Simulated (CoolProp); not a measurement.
Vapour-liquid equilibrium of CHF3 (R23) (1) + C2F6 (R116) (2) at 13.7 bar; x and y are mole fractions of (1).

Values from CoolProp's multi-fluid Helmholtz-energy mixture model, Penoncello 2003 and Lemmon 2006; pair parameters Bell 2016.

```json
[
 {"x": "0.05", "bubble temperature, mixture model (°C)": "-14.2", "bubble temperature, Raoult's law (°C)": "-11.4", "y, mixture model": "0.107", "y, Raoult's law": "0.066"},
 {"x": "0.125", "bubble temperature, mixture model (°C)": "…", "bubble temperature, Raoult's law (°C)": "-12.3", "y, mixture model": "…", "y, Raoult's law": "0.161"},
 {"x": "0.2", "bubble temperature, mixture model (°C)": "-20.7", "bubble temperature, Raoult's law (°C)": "-13.1", "y, mixture model": "0.327", "y, Raoult's law": "0.251"},
 {"x": "0.275", "bubble temperature, mixture model (°C)": "…", "bubble temperature, Raoult's law (°C)": "-14.0", "y, mixture model": "0.399", "y, Raoult's law": "0.337"},
 {"x": "0.35", "bubble temperature, mixture model (°C)": "-23.9", "bubble temperature, Raoult's law (°C)": "-14.7", "y, mixture model": "0.458", "y, Raoult's law": "0.419"},
 {"x": "0.425", "bubble temperature, mixture model (°C)": "-24.8", "bubble temperature, Raoult's law (°C)": "-15.5", "y, mixture model": "0.508", "y, Raoult's law": "0.497"},
 {"x": "0.5", "bubble temperature, mixture model (°C)": "-25.4", "bubble temperature, Raoult's law (°C)": "-16.2", "y, mixture model": "0.553", "y, Raoult's law": "0.572"},
 {"x": "0.575", "bubble temperature, mixture model (°C)": "-25.7", "bubble temperature, Raoult's law (°C)": "-16.9", "y, mixture model": "0.597", "y, Raoult's law": "0.644"},
 {"x": "0.65", "bubble temperature, mixture model (°C)": "…", "bubble temperature, Raoult's law (°C)": "-17.6", "y, mixture model": "0.642", "y, Raoult's law": "0.713"},
 {"x": "0.725", "bubble temperature, mixture model (°C)": "-25.5", "bubble temperature, Raoult's law (°C)": "-18.3", "y, mixture model": "0.690", "y, Raoult's law": "0.779"},
 {"x": "0.8", "bubble temperature, mixture model (°C)": "-25.0", "bubble temperature, Raoult's law (°C)": "-18.9", "y, mixture model": "0.748", "y, Raoult's law": "0.842"},
 {"x": "0.875", "bubble temperature, mixture model (°C)": "…", "bubble temperature, Raoult's law (°C)": "-19.6", "y, mixture model": "0.820", "y, Raoult's law": "0.903"},
 {"x": "0.95", "bubble temperature, mixture model (°C)": "…", "bubble temperature, Raoult's law (°C)": "-20.2", "y, mixture model": "0.916", "y, Raoult's law": "0.962"}
]
```

Some entries are withheld; supply them.


- 0.125, bubble temperature, mixture model (°C): -18.0
- 0.125, y, mixture model: 0.233
- 0.275, bubble temperature, mixture model (°C): -22.6
- 0.65, bubble temperature, mixture model (°C): -25.8
- 0.875, bubble temperature, mixture model (°C): -24.0
- 0.95, bubble temperature, mixture model (°C): -22.3

The largest gap from Raoult's law is -9.3 K in bubble temperature, at x = 0.425. y crosses x between x = 0.575 and 0.65: the model has an azeotrope there.

Pair parameters are fitted to limited data, so mixtures are less certain than the pure fluids.
